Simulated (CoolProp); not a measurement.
Vapour-liquid equilibrium of R227EA (1) + isobutane (2) at 224 K; x and y are mole fractions of (1).

The numbers come from the multi-fluid Helmholtz-energy mixture model, Lemmon 2016 and Bücker 2006; pair parameters Bell 2016 in CoolProp.

Q: Give the bubble pressure and the first vapour's composition at x = 0.35, 0.45, 0.75. Is there an azeotrope?

A: x = 0.35: 0.03022 MPa, y = 0.503; x = 0.45: 0.03025 MPa, y = 0.506; x = 0.75: 0.02955 MPa, y = 0.543. y crosses x between x = 0.45 and 0.55: the model has an azeotrope there.

Pair parameters are fitted to limited data, so mixtures are less certain than the pure fluids. With so large a gap from Raoult's law the liquid may split in two, which this calculation doesn't test in full.
